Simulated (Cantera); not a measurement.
Input (Python, Cantera) and output of one run.

```python
import numpy as np
import cantera as ct

gas_names = """
    H H2 N NH NH2 NH3 N2 N2H2 N2H4 Si SiH SiH2 SiH3 SiH4 SiN Si2 Si2N Si3
""".split()
cond_names = """
    Si(cr) Si(L) Si3N4(a)
""".split()


# ... load() reads the species with a 1 bar reference pressure and builds the phases ...
atoms = {
    'Si3H8': {'Si': 3, 'H': 8},
    'N2': {'N': 2},
}
top_T = {'Si3N4(a)': 2400}  # K; cautious upper limits of use, not melting points


# ... equilibrate(T, P, feed) seeds the gas with the atoms and calls Mixture.equilibrate('TP', solver="vcs", rtol=1e-11, max_steps=5000) ...
results = []
feed = {'Si3H8': 1, 'N2': 93}  # mol
T = 1750  # K
P = 133.322  # Pa
mix = equilibrate(T, P, feed)
results.append((T, P, feed, dict(zip(mix.species_names, mix.species_moles))))
print(gas.report(threshold=0.0001))
for i in range(1, mix.n_phases):
    print(f"{mix.phase(i).name:16s} {mix.phase_moles(i):12.5e} mol")
```

Output:

```
       temperature   1750 K
          pressure   133.32 Pa
           density   0.00024674 kg/m^3
  mean mol. weight   26.928 kg/kmol
   phase of matter   gas

                          1 kg             1 kmol
                     ---------------   ---------------
          enthalpy         1.776e+06        4.7825e+07  J
   internal energy        1.2357e+06        3.3275e+07  J
           entropy             11184        3.0115e+05  J/K
    Gibbs function       -1.7795e+07       -4.7919e+08  J
 heat capacity c_p            1312.9             35353  J/K
 heat capacity c_v            1004.1             27039  J/K

                      mass frac. Y      mole frac. X     chem. pot. / RT
                     ---------------   ---------------   ---------------
                 H        4.7993e-05         0.0012821           -14.445
                H2         0.0030332          0.040515            -28.89
                N2           0.99559             0.957           -33.163
                Si         0.0011743         0.0011259           -5.1005
     [  +14 minor]        0.00015373        7.5054e-05

Si(L)             2.87902e+00 mol
Si3N4(a)          0.00000e+00 mol
```

These are equilibrium values from Cantera (NASA tables, ideal gas, pure condensed phases), not measurements of a reactor. The feed counts by its element totals alone. The tables' values for SiN are old estimates; treat these amounts as uncertain.
